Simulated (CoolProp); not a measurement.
Isobutane along the isobar 4.29 MPa: density (kg/m³) from the reference equation and from simpler models built on Tc = 407.8 K, pc = 3.629 MPa, ω = 0.184; each cubic takes its own stable root.

The numbers come from the reference Helmholtz-energy equation of state, Bücker 2006 in CoolProp.

```
T (K)   phase  reference  van der Waals  Redlich-Kwong  Peng-Robinson
-----  ------  ---------  -------------  -------------  -------------
151.4  liquid      706.8              …          650.7          731.1
175.6  liquid      684.1          427.9          633.0          714.6
199.8  liquid      661.0          416.4          613.5          696.1
224    liquid      637.4          404.1          592.1          675.4
248.2  liquid      613.0          391.0          568.6          651.9
272.4  liquid      587.5              …          542.6          625.2
296.6  liquid          …          361.3          513.7          594.4
320.8  liquid      530.7              …          481.2          558.5
345    liquid      497.3          324.0          443.7          515.4
```

Q: Some entries are withheld; supply them.

A: 
- 151.4, van der Waals: 438.9
- 272.4, van der Waals: 376.8
- 296.6, reference: 560.3
- 320.8, van der Waals: 343.9
